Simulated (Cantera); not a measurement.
Cantera run, input and output.

```python
import numpy as np
import cantera as ct

gas = ct.Solution("gri30.yaml", transport_model="multicomponent")
show = ['NO', 'N2', 'H2O']

rows = []
print(f"{'T/K':>7s}{'rho':>11s}{'cp':>10s}{'mu':>11s}{'lambda':>11s}{'Pr':>7s}" + "".join(f"{'D_' + s:>11s}" for s in show))
for T in [400, 550, 700, 850, 1000, 1150]:
    gas.TPX = T, 13332, {'N2': 0.72}
    Pr = gas.cp_mass * gas.viscosity / gas.thermal_conductivity
    D = [gas.mix_diff_coeffs_mole[gas.species_index(s)] for s in show]
    rows.append([gas.density, gas.cp_mass, gas.viscosity, gas.thermal_conductivity, Pr, *D])
    print(f"{T:7g}{gas.density:11.4e}{gas.cp_mass:10.1f}{gas.viscosity:11.4e}"
          f"{gas.thermal_conductivity:11.4e}{Pr:7.3f}" + "".join(f"{d:11.4e}" for d in D))
print("SI units: kg/m3, J/kg/K, Pa s, W/m/K, m2/s")
```

Output:

```
    T/K        rho        cp         mu     lambda     Pr       D_NO       D_N2      D_H2O
    400 1.1230e-01    1046.6 2.2340e-05 3.2949e-02  0.710 2.5746e-04 5.1576e-02 3.0104e-04
    550 8.1672e-02    1065.3 2.7888e-05 4.2026e-02  0.707 4.4381e-04 9.0508e-02 5.4576e-04
    700 6.4171e-02    1095.3 3.2807e-05 5.0908e-02  0.706 6.6681e-04 1.3734e-01 8.4472e-04
    850 5.2847e-02    1133.9 3.7305e-05 5.9941e-02  0.706 9.2331e-04 1.9132e-01 1.1920e-03
   1000 4.4920e-02    1169.5 4.1498e-05 6.8763e-02  0.706 1.2111e-03 2.5194e-01 1.5835e-03
   1150 3.9061e-02    1195.4 4.5455e-05 7.7002e-02  0.706 1.5284e-03 3.1880e-01 2.0161e-03
SI units: kg/m3, J/kg/K, Pa s, W/m/K, m2/s
```

Detailed kinetics in Cantera: GRI-Mech 3.0 (53 species, 325 reactions).
